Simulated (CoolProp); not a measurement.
Saturated liquid density (kg/m³) of methane: the reference equation beside estimates from Tc = 190.6 K, pc = 4.599 MPa, ω = 0.011. Rackett uses Z = 0.29056 − 0.08775 ω.

Values from CoolProp's reference Helmholtz-energy equation of state, Setzmann 1991.

| T (K) | reference | Rackett | van der Waals | Redlich-Kwong | Soave-Redlich-Kwong | Peng-Robinson |
|---|---|---|---|---|---|---|
| 107.2 | 428.8 | 427.9 | 294.2 | 434.7 | 428.3 | 483.0 |
| 111.7 | 422.3 | ? | 289.7 | 427.2 | 421.0 | ? |
| 116.3 | 415.5 | 414.5 | 285.0 | 419.1 | 413.3 | 466.8 |
| 120.8 | 408.7 | ? | 280.2 | ? | 405.4 | 458.1 |
| 125.3 | 401.6 | 400.6 | 275.3 | 402.1 | ? | 449.0 |
| 129.9 | 394.2 | 393.1 | 270.0 | 392.7 | 388.1 | 439.2 |
| 134.4 | 386.7 | 385.5 | 264.6 | 383.2 | 379.0 | 429.0 |
| 138.9 | 378.8 | ? | 258.9 | 373.1 | 369.3 | 418.2 |

**Question.** Fill in the missing entries.

**Answer.** 
- 111.7, Rackett: 421.4
- 111.7, Peng-Robinson: 475.2
- 120.8, Rackett: 407.6
- 120.8, Redlich-Kwong: 410.8
- 125.3, Soave-Redlich-Kwong: 397.1
- 138.9, Rackett: 377.6

Absolute difference from the reference over all 8 rows, mean and median: Rackett 0.3 and 0.3 %, van der Waals 31.5 and 31.4 %, Redlich-Kwong 0.9 and 0.9 %, Soave-Redlich-Kwong 1.1 and 1.0 %, Peng-Robinson 11.8 and 11.9 %.
